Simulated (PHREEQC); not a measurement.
Make-up at 31 °C: 0.021 mol CuSO4, 0.0015 mol HBF4 and 0.00055 mol FeCl3 per kg of water. Closed to the air; pH follows from the charge balance.

Computed with PHREEQC (ion-association model, phreeqc.dat).

This is a speciation only: nothing precipitates in the calculation.

Problem. Estimate the pH, specific conductance, ionic strength.

Solution. pH 2.83; specific conductance 3820 µS/cm; ionic strength 0.0552 mol/kgw.

Problem. In which forms is B present?

Solution. H3BO3 71 %, BF4- 21 %, BF3OH- 4.4 %, BF2(OH)2- 3.7 % of the B.

Saturation is exceeded, for instance for Hematite (slow to form), Goethite (slow to form); the values hold only as long as no solid forms. Real BF4- forms and hydrolyses slowly; the run takes it at equilibrium. Fluoro complexes past AlF4- and FeF3 are missing from the database.
